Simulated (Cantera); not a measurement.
# Equilibrium for titanium nitride, carbide and oxide coatings: Ti(OiPr)₄ + H₂O + H₂

Charge: 1 mol Ti(OiPr)₄, 2 mol H₂O, 1.1 mol H₂, at 56.0 mbar.

Method: chemical equilibrium by Gibbs-energy minimisation in Cantera with the NASA 1993 tables (ideal gas, pure condensed phases). Candidate condensed phases: C, C₆H₆, C₇H₈, C₈H₁₈, H₂O, Ti, TiC, TiO, TiO₂, Ti₂O₃, Ti₃O₅, Ti₄O₇; 113 gas species. The feed counts by its element totals alone. TiC: taken at fixed stoichiometry. Kinetics and transport are ignored.

```csv
T (K),log p H₂,log p CO,log p H,log p C₂H₂ (acetylene),log p CH₄,log p H₂O,log p CH₃,log p C₄H₂,n C(graphite),n TiC(s)
1723,-1.38,-1.84,-4.43,-5.43,-5.76,-6.59,-7.50,-9.88,5.00,1.00
1773,-1.38,-1.84,-4.24,-5.24,-5.84,-6.71,-7.39,-9.50,4.99,1.00
1823,-1.38,-1.84,-4.05,-5.06,-5.91,-6.81,-7.28,-9.14,4.99,1.00
1873,-1.38,-1.84,-3.88,-4.89,-5.98,-6.92,-7.18,-8.80,4.99,1.00
1923,-1.38,-1.84,-3.72,-4.73,-6.05,-7.01,-7.08,-8.47,4.98,1.00
1973,-1.39,-1.84,-3.56,-4.58,-6.11,-7.11,-6.99,-8.17,4.98,1.00
2023,-1.39,-1.84,-3.41,-4.44,-6.17,-7.20,-6.90,-7.88,4.97,1.000
2073,-1.39,-1.84,-3.27,-4.30,-6.23,-7.28,-6.82,-7.60,4.96,1.000
2123,-1.39,-1.84,-3.14,-4.17,-6.28,-7.36,-6.75,-7.34,4.94,1.000
2173,-1.39,-1.84,-3.01,-4.05,-6.34,-7.44,-6.68,-7.10,4.93,1.000
2223,-1.40,-1.84,-2.89,-3.93,-6.39,-7.51,-6.61,-6.86,4.90,1.000
```
log p: log10 of the partial pressure in bar; n: condensed amount in mol.

From 1723 K to 2223 K the condensed part is C(graphite) + TiC(s).
